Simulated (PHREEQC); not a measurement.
A solution holds 0.12 mol/kgw KH2PO4, 0.042 mol/kgw Na2HPO4 and 0.22 mol/kgw NaCl, at 20 °C. Closed to the air; pH follows from the charge balance.

Model: ion-association model, wateq4f.dat, run in PHREEQC.

This is a speciation only: nothing precipitates in the calculation.

Order these P species by the share of P that they hold, largest first: NaHPO4-, KHPO4-, H2PO4-, HPO4-2.

H2PO4- (74 %), HPO4-2 (22 %), NaHPO4- (2.9 %), KHPO4- (1.1 %)

The pH is 6.20 and the ionic strength 0.453 mol/kgw. Complexes and solids missing from the database can't appear. H3PO4, which wateq4f.dat lacks, is added to it with the constant of phreeqc.dat.
